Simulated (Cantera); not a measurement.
Input: 1 mol FeCl3, 3.6 mol HCl, 0.49 mol H2, held at 0.00133 bar.

Cantera equilibrium calculation (NASA polynomials, part measured and part estimated; ideal gas, pure solids and liquids). Candidate condensed phases: Fe, FeCl2, FeCl3; 11 gas species. The numbers say what is thermodynamically allowed, not how fast it happens.

### Question
At 927 °C, list the 6 most abundant gas species with their mole fractions, and the condensed phases.

### Answer
HCl 0.820, FeCl2 0.177, FeCl3 0.00205, Cl 0.00134, Cl2 0.000106, Fe2Cl4 2.75e-5. Condensed: gas only.
